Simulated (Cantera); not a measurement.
A perfectly stirred reactor is fed with CH4 : C2H6 : O2 : N2 = 1 : 0.04 : 1.34 : 5.03 (molar parts), equivalence ratio 1.6, at 760 Torr; it is adiabatic with a 350 K inlet, and is followed from long to short residence time, starting on the burning branch (τ in s: 0.11, 0.043, 0.017, 0.007, 0.0028, 0.0011, 0.00046, 0.00019, 7.6e-05, 3.1e-05, 1.2e-05, 5e-06).

Cantera simulation using GRI-Mech 3.0 (53 species, 325 reactions); the numbers are that mechanism's predictions, not measurements.

Q: What does this change do: 0.58 parts H2O added?

A: 
| quantity | before | after |
|---|---|---|
| blow-out, bracketed by the residence times tried | burning at 2.80 ms, out at 1.10 ms | burning at 2.80 ms, out at 1.10 ms |
| x(CH4) at τ = 0.110 s | 0.00309 | 0.00550 |
| x(C2H6) at τ = 0.110 s | 2.10e-6 | 6.97e-6 |
| x(O2) at τ = 0.110 s | 0.000359 | 0.000707 |
| x(HO2) at τ = 0.110 s | 6.12e-8 | 1.30e-7 |
| x(CO) at τ = 0.110 s | 0.0865 | 0.0665 |
| x(CH4) at τ = 0.460 ms | 0.135 | 0.125 |
| x(C2H6) at τ = 0.460 ms | 0.00540 | 0.00501 |
| x(O2) at τ = 0.460 ms | 0.181 | 0.168 |
| x(HO2) at τ = 0.460 ms | <1e-12 | <1e-12 |
| x(CO) at τ = 0.460 ms | <1e-12 | <1e-12 |
